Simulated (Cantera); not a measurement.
Feed: 1 mol SiO2, 2.1 mol MgCl2, 5.4 mol O2, at 101000 Pa.

Method: chemical equilibrium by Gibbs-energy minimisation in Cantera with the NASA 1993 tables (ideal gas, pure condensed phases). Candidate condensed phases: Mg, MgCl2, MgO, MgSiO3, Mg2SiO4, Si, SiO2; 20 gas species. Mutual solubility and eutectic melting of coexisting phases are not modelled. Condensed phases not in the tables: alloys, solid solutions and most ternary compounds. Equilibrium is a limit: real reactors are often held back by kinetics, nucleation or transport.

log p: log10 of the partial pressure in bar; n: condensed amount in mol.

```
T (K)  log p O2  log p Cl2  log p Cl  log p MgCl2  log p ClO  n MgO(s)  n Mg2SiO4(s)  n MgSiO3(s)  n MgSiO3(l)
-----  --------  ---------  --------  -----------  ---------  --------  ------------  -----------  -----------
1373      -0.17      -0.52     -1.90        -1.82      -3.51   0.00249          1.00            0            0
1448      -0.17      -0.53     -1.65        -1.81      -3.32         0          1.00            0            0
1523      -0.17      -0.54     -1.44        -1.82      -3.15         0          1.00            0            0
1598      -0.18      -0.57         …            …          …         0         0.982            …            0
1673      -0.18          …         …            …          …         0             …            …            0
1748      -0.18      -0.71     -0.96        -1.27      -2.78         0         0.731        0.269            0
1823      -0.19      -0.82     -0.87        -1.12      -2.72         0         0.560        0.440            0
1898      -0.19      -0.98     -0.80        -0.98      -2.68         0         0.341            0        0.659
1973      -0.19      -1.19     -0.77        -0.89      -2.68         0         0.127            0        0.873
2048      -0.19      -1.38     -0.75        -0.84      -2.68         0             0            0        1.000
```

Question: Some entries are withheld; supply them.

Answer: 
- 1598, log p Cl: -1.25
- 1598, log p MgCl2: -1.75
- 1598, log p ClO: -3.00
- 1598, n MgSiO3(s): 0.0182
- 1673, log p Cl2: -0.62
- 1673, log p Cl: -1.09
- 1673, log p MgCl2: -1.48
- 1673, log p ClO: -2.88
- 1673, n Mg2SiO4(s): 0.877
- 1673, n MgSiO3(s): 0.123
